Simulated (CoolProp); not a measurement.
CHF3 (R23) along the isobar 12.9 MPa: density (kg/m³) from the reference equation and from simpler models built on Tc = 299.3 K, pc = 4.832 MPa, ω = 0.263; each cubic takes its own stable root.

The numbers come from the reference Helmholtz-energy equation of state, Penoncello 2003 in CoolProp.

```tsv
T (K)	phase	reference
262.9	liquid	1199
289.4	liquid	1067
315.9	supercritical	900.9
342.4	supercritical	688.8
368.9	supercritical	501.6
395.4	supercritical	394.5
422	supercritical	331.8
448.5	supercritical	290.6
475	supercritical	260.9
```

### Question
How far does each simpler model (van der Waals, Redlich-Kwong, Soave-Redlich-Kwong, Peng-Robinson) lie from the reference over these 9 states: mean and median of the absolute difference, and the worst?

### Answer
- van der Waals: mean 17.7 %, median 10.6 %, worst -37.7 % at 262.9 K and 12.9 MPa
- Redlich-Kwong: mean 8.2 %, median 3.7 %, worst -17.0 % at 289.4 K and 12.9 MPa
- Soave-Redlich-Kwong: mean 12.3 %, median 13.1 %, worst -17.9 % at 315.9 K and 12.9 MPa
- Peng-Robinson: mean 5.7 %, median 4.7 %, worst -10.9 % at 342.4 K and 12.9 MPa
